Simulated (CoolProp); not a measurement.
Vapour-liquid equilibrium of propylene (1) + propane (2) at 0.00893 MPa; x and y are mole fractions of (1).

Computed with CoolProp (multi-fluid Helmholtz-energy mixture model, Lemmon 2013 and Lemmon 2009; pair parameters Bell 2016).

```tsv
x	bubble temperature, mixture model (°C)	bubble temperature, Raoult's law (°C)	y, mixture model	y, Raoult's law
0.05	-85.9	-85.8	0.075	0.066
0.2	-86.9	-86.5	0.271	0.253
0.35	-87.7	-87.2	0.433	0.422
0.5	-88.4	-87.8	0.576	0.575
0.65	-88.9	-88.4	0.706	0.716
0.8	-89.3	-89.0	0.831	0.844
0.95	-89.7	-89.6	0.957	0.963
```

The largest gap from Raoult's law is -0.6 K in bubble temperature, at x = 0.5. No azeotrope shows between x = 0.05 and 0.95.

Pair parameters are fitted to limited data, so mixtures are less certain than the pure fluids.
